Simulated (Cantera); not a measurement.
A closed system holds: 1 mol CO2, 6.2 mol H2O, 46 mol N2, at 1.10 bar.

Equilibrium computed with Cantera from the NASA thermochemical tables; the gas is ideal and each condensed phase is pure. Candidate condensed phases: C, C6H6, C7H8, C8H18, H2O; 136 gas species. Equilibrium is a limit: real reactors are often held back by kinetics, nucleation or transport. All values below are at 900 K.

Base state: N2 0.865, H2O 0.117, CO2 0.0188 (mole fractions); condensed: gas only.

Question: What changes in the equilibrium state with this change: CO2 replaced by NH3?

Answer: 
```json
[
 {"species": "N2", "before": "0.865", "after": "0.858"},
 {"species": "H2O", "before": "0.117", "after": "0.114"},
 {"species": "H2", "before": "6.58e-9", "after": "0.0277"},
 {"species": "CO2", "before": "0.0188", "after": "0"}
]
```
